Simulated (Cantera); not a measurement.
# Catalytic stagnation flow on Pt

A jet of 2.28 % CH4, 11.9 % O2, 85.8 % N2, equivalence ratio 0.38 at 300 K and 0.300 bar hits a platinum plate 4 cm away at a mass flux of 0.054 kg/m²/s; the plate temperature is set and raised in steps from an oxygen-covered start.

Cantera simulation using Deutschmann's 1995 Pt surface mechanism with GRI-Mech 3.0 gas chemistry; the numbers are that mechanism's predictions, not measurements. Catalytic surfaces can have several steady states; this one follows from the mechanism file's or the stated starting coverage.

| plate T (K) | wall x CH4 | wall x O2 | wall x H2O | wall x OH | wall x CO | wall x CO2 | θ free Pt | θ O* | θ OH* |
|---|---|---|---|---|---|---|---|---|---|
| 850 | 0.0174 | 0.108 | 0.0102 | <1e-8 | 4.00e-6 | 0.00664 | 0.0975 | 0.901 | 0.00137 |
| 900 | 0.0126 | 0.0977 | 0.0191 | 1.91e-8 | 4.14e-6 | 0.0125 | 0.150 | 0.848 | 0.00179 |
| 950 | 0.00839 | 0.0888 | 0.0268 | 5.84e-8 | 3.82e-6 | 0.0176 | 0.210 | 0.788 | 0.00198 |
| 1000 | 0.00560 | 0.0830 | 0.0319 | 1.56e-7 | 3.42e-6 | 0.0209 | 0.274 | 0.724 | 0.00197 |
| 1050 | 0.00389 | 0.0794 | 0.0350 | 3.71e-7 | 3.13e-6 | 0.0230 | 0.339 | 0.659 | 0.00185 |
| 1100 | 0.00283 | 0.0772 | 0.0369 | 8.01e-7 | 2.96e-6 | 0.0242 | 0.403 | 0.595 | 0.00169 |
| 1150 | 0.00195 | 0.0759 | 0.0381 | 1.65e-6 | 4.01e-6 | 0.0248 | 0.465 | 0.533 | 0.00151 |
| 1200 | 0.00137 | 0.0747 | 0.0391 | 3.09e-6 | 5.09e-6 | 0.0254 | 0.525 | 0.473 | 0.00135 |
x: mole fraction at the wall; θ: surface coverage.
